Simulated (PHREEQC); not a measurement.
0.18 g of hydrous ferric oxide (600 m²/g; 0.2 weak and 0.005 strong sites per Fe, Dzombak-Morel constants, diffuse double layer) in 1 kg of water with 0.05 mol/kgw of an inert sodium salt and 0.00052 mol ZnSO4 and 1.5e-05 mol H3BO3, at 25 °C; the pH is set by adding NaOH or the inert anion's acid. Oxygen alone is held at its pressure in air (log pO2 = -0.68). The system is closed to CO2. Precipitation was switched off in this run.

Base run: PHREEQC, ion-association model, wateq4f.dat. Each further column changes one thing. The table gives S sorbed (%).

```json
[
 {"pH": "3", "base": "30.9", "no electrostatic term (-no_edl)": "0.0", "background salt from 0.05 to 0.005 mol/kgw": "36.4", "oxide from 0.18 to 0.9 g/kgw": "98.4", "0.00024 mol/kgw MgCl2 added": "30.8"},
 {"pH": "4.5", "base": "28.8", "no electrostatic term (-no_edl)": "0.0", "background salt from 0.05 to 0.005 mol/kgw": "34.2", "oxide from 0.18 to 0.9 g/kgw": "95.5", "0.00024 mol/kgw MgCl2 added": "28.7"},
 {"pH": "5.5", "base": "20.7", "no electrostatic term (-no_edl)": "0.0", "background salt from 0.05 to 0.005 mol/kgw": "25.3", "oxide from 0.18 to 0.9 g/kgw": "78.0", "0.00024 mol/kgw MgCl2 added": "20.6"},
 {"pH": "7", "base": "9.7", "no electrostatic term (-no_edl)": "0.0", "background salt from 0.05 to 0.005 mol/kgw": "14.3", "oxide from 0.18 to 0.9 g/kgw": "27.4", "0.00024 mol/kgw MgCl2 added": "9.6"},
 {"pH": "8.5", "base": "2.1", "no electrostatic term (-no_edl)": "0.0", "background salt from 0.05 to 0.005 mol/kgw": "4.2", "oxide from 0.18 to 0.9 g/kgw": "0.5", "0.00024 mol/kgw MgCl2 added": "2.0"},
 {"pH": "9.5", "base": "0.1", "no electrostatic term (-no_edl)": "0.0", "background salt from 0.05 to 0.005 mol/kgw": "0.1", "oxide from 0.18 to 0.9 g/kgw": "0.0", "0.00024 mol/kgw MgCl2 added": "0.1"},
 {"pH": "11", "base": "0.0", "no electrostatic term (-no_edl)": "0.0", "background salt from 0.05 to 0.005 mol/kgw": "0.0", "oxide from 0.18 to 0.9 g/kgw": "0.0", "0.00024 mol/kgw MgCl2 added": "0.0"}
]
```

In at least one series the solution becomes supersaturated in solids that the run did not let form, among them Zn(OH)2-a, Zn4(OH)6SO4. The oxide is taken as insoluble; below pH 4 it would dissolve.
